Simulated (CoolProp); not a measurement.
R236FA at 293.15 K and 3.39 MPa flows at 8 m/s in a round tube of 6 mm bore and 1.5 µm roughness, fully developed (64/Re and Nu = 3.66 if laminar; Colebrook and Gnielinski if turbulent). Each further row changes one setting.

Computed with CoolProp (reference Helmholtz-energy equation of state, Pan 2012).

```json
[
 {"case": "as stated", "Reynolds number": "207000", "Darcy friction factor": "0.0173", "pressure drop (Pa/m)": "129000", "heat-transfer coefficient (W/(m² K))": "(withheld)", "mass flow (kg/h)": "1130"},
 {"case": "velocity 16 m/s", "Reynolds number": "414000", "Darcy friction factor": "(withheld)", "pressure drop (Pa/m)": "478000", "heat-transfer coefficient (W/(m² K))": "25500", "mass flow (kg/h)": "2270"},
 {"case": "diameter 12 mm", "Reynolds number": "414000", "Darcy friction factor": "0.0150", "pressure drop (Pa/m)": "(withheld)", "heat-transfer coefficient (W/(m² K))": "12100", "mass flow (kg/h)": "4530"}
]
```

Question: What belongs in the gaps?

Answer: 
- as stated, heat-transfer coefficient (W/(m² K)): 13400
- velocity 16 m/s, Darcy friction factor: 0.0161
- diameter 12 mm, pressure drop (Pa/m): 55700

Viscosity comes from a separate model (Huber 2003), an estimate that may be off by 10 % or more. Thermal conductivity comes from a separate model (Huber 2003), an estimate that may be off by 10 % or more.
